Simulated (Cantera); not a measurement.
An isothermal, constant-pressure homogeneous reactor starts with N2O : H2 : N2 = 1 : 0.0023 : 1.2 (molar parts), at 1175 K and 0.237 atm. Integrator tolerance rtol = 1e-08.

Computed with Cantera and GRI-Mech 3.0 (53 species, 325 reactions). GRI-Mech 3.0 was tuned for natural gas; its chemistry of N2O as a main component is partial and can be far from experiment. The mechanism lacks the step 2 NO + O2 → 2 NO2, which can matter for NO2 below about 1400 K. The temperature is held fixed by assumption; the heat of reaction is taken as removed at once.

Problem. What does this change do: 0.17 parts H2O added?

Solution. 
```json
[
 {"quantity": "x(N2O) at 2.00 s", "before": "0.365 (gas-phase equilibrium 5.47e-9)", "after": "0.316 (gas-phase equilibrium 4.99e-9)"},
 {"quantity": "x(H2) at 2.00 s", "before": "1.72e-9 (gas-phase equilibrium 3.04e-11)", "after": "8.96e-8 (gas-phase equilibrium 2.21e-9)"},
 {"quantity": "x(N2) at 2.00 s", "before": "0.595 (gas-phase equilibrium 0.814)", "after": "0.568 (gas-phase equilibrium 0.766)"},
 {"quantity": "x(NO2) at 2.00 s", "before": "6.44e-5 (gas-phase equilibrium 1.35e-6)", "after": "0.000288 (gas-phase equilibrium 1.23e-6)"},
 {"quantity": "x(NO) at 2.00 s", "before": "0.00646 (gas-phase equilibrium 0.000154)", "after": "0.00611 (gas-phase equilibrium 0.000145)"},
 {"quantity": "x(H2O2) at 2.00 s", "before": "3.13e-10 (gas-phase equilibrium 3.42e-12)", "after": "1.72e-8 (gas-phase equilibrium 2.34e-10)"},
 {"quantity": "x(O) at 2.00 s", "before": "1.14e-6 (gas-phase equilibrium 1.29e-8)", "after": "1.20e-6 (gas-phase equilibrium 1.25e-8)"}
]
```

Problem. What does this change do: 0.0068 parts H2O added?

Solution. 
```json
[
 {"quantity": "x(N2O) at 2.00 s", "before": "0.365 (gas-phase equilibrium 5.47e-9)", "after": "0.363 (gas-phase equilibrium 5.45e-9)"},
 {"quantity": "x(H2) at 2.00 s", "before": "1.72e-9 (gas-phase equilibrium 3.04e-11)", "after": "6.07e-9 (gas-phase equilibrium 1.20e-10)"},
 {"quantity": "x(N2) at 2.00 s", "before": "0.595 (gas-phase equilibrium 0.814)", "after": "0.594 (gas-phase equilibrium 0.812)"},
 {"quantity": "x(NO2) at 2.00 s", "before": "6.44e-5 (gas-phase equilibrium 1.35e-6)", "after": "0.000108 (gas-phase equilibrium 1.34e-6)"},
 {"quantity": "x(NO) at 2.00 s", "before": "0.00646 (gas-phase equilibrium 0.000154)", "after": "0.00628 (gas-phase equilibrium 0.000154)"},
 {"quantity": "x(H2O2) at 2.00 s", "before": "3.13e-10 (gas-phase equilibrium 3.42e-12)", "after": "1.14e-9 (gas-phase equilibrium 1.35e-11)"},
 {"quantity": "x(O) at 2.00 s", "before": "1.14e-6 (gas-phase equilibrium 1.29e-8)", "after": "1.11e-6 (gas-phase equilibrium 1.29e-8)"}
]
```

Problem. What does this change do: temperature 1175 to 1050 K?

Solution. 
```json
[
 {"quantity": "x(N2O) at 2.00 s", "before": "0.365 (gas-phase equilibrium 5.47e-9)", "after": "0.447 (gas-phase equilibrium 1.98e-9)"},
 {"quantity": "x(H2) at 2.00 s", "before": "1.72e-9 (gas-phase equilibrium 3.04e-11)", "after": "3.18e-6 (gas-phase equilibrium 1.47e-12)"},
 {"quantity": "x(N2) at 2.00 s", "before": "0.595 (gas-phase equilibrium 0.814)", "after": "0.550 (gas-phase equilibrium 0.814)"},
 {"quantity": "x(NO2) at 2.00 s", "before": "6.44e-5 (gas-phase equilibrium 1.35e-6)", "after": "2.99e-5 (gas-phase equilibrium 8.95e-7)"},
 {"quantity": "x(NO) at 2.00 s", "before": "0.00646 (gas-phase equilibrium 0.000154)", "after": "0.000231 (gas-phase equilibrium 5.06e-5)"},
 {"quantity": "x(H2O2) at 2.00 s", "before": "3.13e-10 (gas-phase equilibrium 3.42e-12)", "after": "2.06e-10 (gas-phase equilibrium <1e-12)"},
 {"quantity": "x(O) at 2.00 s", "before": "1.14e-6 (gas-phase equilibrium 1.29e-8)", "after": "1.19e-7 (gas-phase equilibrium 5.90e-10)"}
]
```
